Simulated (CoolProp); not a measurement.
Vapour-liquid equilibrium of R143a (1) + R236FA (2) at 10.6 kPa; x and y are mole fractions of (1).

The numbers come from the multi-fluid Helmholtz-energy mixture model, Lemmon and Jacobsen 2000 and Pan 2012; pair parameters Bell 2016 in CoolProp.

Give the bubble temperature and the first vapour's composition at x = 0.35, 0.8, 0.95. Is there an azeotrope?

x = 0.35: 202.5 K, y = 0.902; x = 0.8: 190.6 K, y = 0.990; x = 0.95: 188.3 K, y = 0.998. No azeotrope shows between x = 0.05 and 0.95.

Pair parameters are fitted to limited data, so mixtures are less certain than the pure fluids.
